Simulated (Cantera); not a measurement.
Charge: 1 mol AlN, 1.3 mol N2, 0.095 mol C, held at 3073 K and 10.0 Torr.

Method: chemical equilibrium by Gibbs-energy minimisation in Cantera with the NASA 1993 tables (ideal gas, pure condensed phases). Candidate condensed phases: Al, AlN, C; 16 gas species. Kinetics and transport are ignored.

Base state: N2 0.625, Al 0.351, CN 0.0148, C3 0.00426, C 0.00330, C2 0.000998, C2N2 0.000154, N 0.000151 (mole fractions); condensed: gas only.

Task: What changes in the equilibrium state with this change: AlN replaced by SiC?

Result: 
```json
[
 {"species": "N2", "before": "0.625", "after": "0.524"},
 {"species": "Si", "before": "0", "after": "0.245"},
 {"species": "SiC2", "before": "0", "after": "0.161"},
 {"species": "Al", "before": "0.351", "after": "0"},
 {"species": "C3", "before": "0.00426", "after": "0.0282"},
 {"species": "CN", "before": "0.0148", "after": "0.0254"},
 {"species": "Si2C", "before": "0", "after": "0.00277"},
 {"species": "SiN", "before": "0", "after": "0.00103"},
 {"species": "SiC", "before": "0", "after": "0.000968"},
 {"species": "Si2", "before": "0", "after": "0.000271"}
]
```
The tables' values for SiN are old estimates; treat these amounts as uncertain. Further candidate phases: Si, SiC, Si3N4.
